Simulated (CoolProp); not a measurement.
Saturated liquid density (kg/m³) of R1132(E): the reference equation beside estimates from Tc = 75.7 °C, pc = 5.174 MPa, ω = 0.245. Rackett uses Z = 0.29056 − 0.08775 ω.

Model: reference Helmholtz-energy equation of state, Akasaka 2024, in CoolProp.

```csv
T (°C),reference,Rackett,van der Waals,Redlich-Kwong,Soave-Redlich-Kwong,Peng-Robinson
-10.95,1035,1025,621.1,890.1,928.7,1053
-7.25,1024,1014,614.3,877.9,916.8,1040
-3.45,1013,1003,607.1,865.1,904.2,1026
0.25,1001,990.9,600.0,852.2,891.5,1012
4.05,989.6,978.6,592.5,838.7,878.0,996.4
7.75,977.6,966.4,584.9,825.1,864.4,981.0
11.55,965.0,953.5,577.0,810.7,849.9,964.7
15.25,952.3,940.6,569.0,796.3,835.2,948.1
19.05,938.7,927.0,560.5,781.0,819.6,930.3
22.75,925.1,913.2,551.9,765.5,803.7,912.2
26.55,910.4,898.6,542.8,749.1,786.8,892.7
```

Absolute difference from the reference over all 11 rows, mean and median: Rackett 1.1 and 1.1 %, van der Waals 40.2 and 40.2 %, Redlich-Kwong 15.7 and 15.6 %, Soave-Redlich-Kwong 11.7 and 11.6 %, Peng-Robinson 1.0 and 1.1 %.
